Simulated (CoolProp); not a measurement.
Vapour-liquid equilibrium of R125 (1) + propylene (2) at 227.1 K; x and y are mole fractions of (1).

Values from CoolProp's multi-fluid Helmholtz-energy mixture model, Lemmon 2005 and Lemmon 2013; pair parameters Bell 2016.

| x | bubble pressure, mixture model (bar) | bubble pressure, Raoult's law (bar) | y, mixture model | y, Raoult's law |
|---|---|---|---|---|
| 0.05 | 1.208 | 1.089 | (withheld) | 0.051 |
| 0.125 | 1.332 | 1.091 | 0.265 | 0.128 |
| 0.2 | 1.410 | 1.094 | 0.344 | 0.205 |
| 0.275 | (withheld) | 1.096 | 0.398 | 0.281 |
| 0.35 | 1.485 | 1.098 | 0.439 | 0.356 |
| 0.425 | 1.500 | 1.101 | 0.472 | 0.432 |
| 0.5 | 1.505 | 1.103 | 0.503 | 0.507 |
| 0.575 | 1.501 | 1.105 | (withheld) | 0.582 |
| 0.65 | 1.487 | 1.108 | 0.570 | 0.656 |
| 0.725 | (withheld) | 1.110 | 0.613 | 0.731 |
| 0.8 | 1.414 | 1.112 | 0.670 | 0.804 |
| 0.875 | 1.340 | 1.115 | 0.750 | 0.878 |
| 0.95 | 1.226 | 1.117 | 0.873 | 0.951 |

### Question
Some entries are withheld; supply them.

### Answer

- 0.05, y, mixture model: 0.138
- 0.275, bubble pressure, mixture model (bar): 1.457
- 0.575, y, mixture model: 0.535
- 0.725, bubble pressure, mixture model (bar): 1.460

The largest gap from Raoult's law is +36.4 % in bubble pressure, at x = 0.5. y crosses x between x = 0.5 and 0.575: the model has an azeotrope there.

Pair parameters are fitted to limited data, so mixtures are less certain than the pure fluids.
